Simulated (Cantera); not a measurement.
A closed system holds: 1 mol CH3Cl, 0.16 mol CH4, equilibrated at 402 °C and 0.00250 bar.

Cantera equilibrium calculation (NASA polynomials, part measured and part estimated; ideal gas, pure solids and liquids). Candidate condensed phases: C, C6H6, C7H8, C8H18; 91 gas species. Equilibrium is a limit: real reactors are often held back by kinetics, nucleation or transport.

Base state: H2 0.553, HCl 0.436, CH4 0.0112 (mole fractions); condensed: C(graphite).

Problem. What changes in the equilibrium state with this change: temperature from 402 °C to 3052 °C?

Solution. 
```json
[
 {"species": "H", "before": "<1e-9", "after": "0.672"},
 {"species": "Cl", "before": "<1e-9", "after": "0.187"},
 {"species": "C", "before": "<1e-9", "after": "0.0768"},
 {"species": "H2", "before": "0.553", "after": "0.00746"},
 {"species": "HCl", "before": "0.436", "after": "0.00310"},
 {"species": "C3", "before": "<1e-9", "after": "0.0356"},
 {"species": "C2", "before": "<1e-9", "after": "0.0165"},
 {"species": "CH4", "before": "0.0112", "after": "<1e-9"},
 {"species": "C2H", "before": "<1e-9", "after": "0.00139"},
 {"species": "CH", "before": "<1e-9", "after": "9.19e-5"},
 {"species": "C5", "before": "<1e-9", "after": "8.62e-5"},
 {"species": "C4", "before": "<1e-9", "after": "6.53e-5"},
 {"species": "C2H2 (acetylene)", "before": "<1e-9", "after": "5.90e-5"},
 {"species": "C(graphite), mol", "before": "1.13", "after": "0"}
]
```
The tables' values for CCl are old estimates; treat these amounts as uncertain.
